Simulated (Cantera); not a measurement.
An adiabatic, constant-pressure homogeneous reactor starts with 19.6 % H2, 16.9 % O2, 63.5 % N2, equivalence ratio 0.58, at 1373 K and 1.09 atm.

Cantera simulation using the H2/O2 subset of GRI-Mech 3.0, which has no nitrogen chemistry; the numbers are that mechanism's predictions, not measurements.

Task: Predict: time of steepest temperature rise; temperature at 0.700 s; equilibrium temperature; x(H2) at 0.700 s; x(O2) at 0.700 s; x(H2O) at 0.700 s; x(HO2) at 0.700 s; x(H) at 0.700 s; x(O) at 0.700 s; x(OH) at 0.700 s.

Result: 
```
Property                                                            Result
---------------------------------  ---------------------------------------
time of steepest temperature rise                                  19.5 µs
temperature at 0.700 s                                              2575 K
equilibrium temperature                                             2575 K
x(H2) at 0.700 s                   0.00593 (gas-phase equilibrium 0.00593)
x(O2) at 0.700 s                     0.0738 (gas-phase equilibrium 0.0738)
x(H2O) at 0.700 s                      0.198 (gas-phase equilibrium 0.198)
x(HO2) at 0.700 s                  1.14e-5 (gas-phase equilibrium 1.14e-5)
x(H) at 0.700 s                    0.00257 (gas-phase equilibrium 0.00257)
x(O) at 0.700 s                    0.00541 (gas-phase equilibrium 0.00541)
x(OH) at 0.700 s                     0.0193 (gas-phase equilibrium 0.0193)
```
